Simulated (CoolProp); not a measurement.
Vapour-liquid equilibrium of cyclohexane (1) + dimethyl carbonate (2) at 470.6 K; x and y are mole fractions of (1).

Values from CoolProp's multi-fluid Helmholtz-energy mixture model, Zhou 2014 and Zhou 2011; pair parameters Bell 2016.

Q: Give the bubble pressure and the first vapour's composition at x = 0.15, 0.45, 0.55. Is there an azeotrope?

A: x = 0.15: 1490 kPa, y = 0.228; x = 0.45: 1644 kPa, y = 0.473; x = 0.55: 1647 kPa, y = 0.537. y crosses x between x = 0.45 and 0.55: the model has an azeotrope there.

The pair parameters rest on a limited set of measurements; away from them the model extrapolates.
